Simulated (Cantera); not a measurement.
Feed: 1 mol NiS, 0.39 mol H2, 7.4 mol N2, held at 6.00 bar.

Cantera equilibrium calculation (NASA polynomials, part measured and part estimated; ideal gas, pure solids and liquids). Candidate condensed phases: Ni, NiS, NiS2, Ni3S2, Ni3S4, S; 17 gas species. Gases not in the tables: S3 to S7. Kinetics and transport are ignored.

x: gas mole fraction; n: condensed amount in mol.

```csv
T (°C),x N2,x H2S,x H2,x S2,x SH,x NH3,n NiS(s),n Ni3S2(s),n Ni3S2(l)
477,0.950,0.0320,0.0179,2.23e-8,8.19e-10,[?],0.251,0.250,0
577,0.950,0.0344,0.0156,9.74e-7,2.07e-8,[?],0.196,0.268,0
677,0.950,0.0420,0.00806,7.86e-5,4.07e-7,[?],0.0149,0.328,0
777,0.949,0.0415,0.00848,0.000607,2.85e-6,[?],0,0.333,0
877,0.948,0.0389,0.0110,0.00189,1.21e-5,1.65e-6,0,0,0.333
977,0.946,0.0350,0.0149,0.00381,3.71e-5,1.62e-6,0,0,0.333
1077,0.944,0.0303,0.0194,0.00609,9.09e-5,1.62e-6,0,0,0.333
```

Task: What belongs in the gaps?

Result: 
- 477, x NH3: 7.17e-5
- 577, x NH3: 2.12e-5
- 677, x NH3: 3.49e-6
- 777, x NH3: 1.94e-6
